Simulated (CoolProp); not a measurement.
A Linde-Hampson liquefier for methane: isothermal reversible compression at 280 K from 1 atm to 25 MPa, throttling to 1 atm, return gas leaving the recuperator 0 K below the feed. Each further row changes one setting.

Computed with CoolProp (reference Helmholtz-energy equation of state, Setzmann 1991).

```json
[
 {"case": "as stated", "liquid yield per pass": "0.264", "compression work (kJ/kg of gas)": "740"},
 {"case": "high pressure 50 MPa", "liquid yield per pass": "[?]", "compression work (kJ/kg of gas)": "[?]"},
 {"case": "warm-end temperature 310 K", "liquid yield per pass": "[?]", "compression work (kJ/kg of gas)": "842"},
 {"case": "warm-end gap 5 K", "liquid yield per pass": "0.254", "compression work (kJ/kg of gas)": "740"}
]
```

Q: What belongs in the gaps?

A: 
- high pressure 50 MPa, liquid yield per pass: 0.286
- high pressure 50 MPa, compression work (kJ/kg of gas): 839
- warm-end temperature 310 K, liquid yield per pass: 0.201
